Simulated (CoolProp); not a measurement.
Model: reference Helmholtz-energy equation of state, Lemmon 2006, in CoolProp. It is a short technical equation, of lower accuracy than the large ones.

Q: For C2F6 (R116), give the phase and the Z, speed of sound (m/s), expansivity (1/kK) at 248.2 K and 3590 kPa; 248.2 K and 4240 kPa.

A: 
- 248.2 K and 3590 kPa: liquid; Z 0.176, speed of sound 367, expansivity 4.27
- 248.2 K and 4240 kPa: liquid; Z 0.207, speed of sound 375, expansivity 4.12
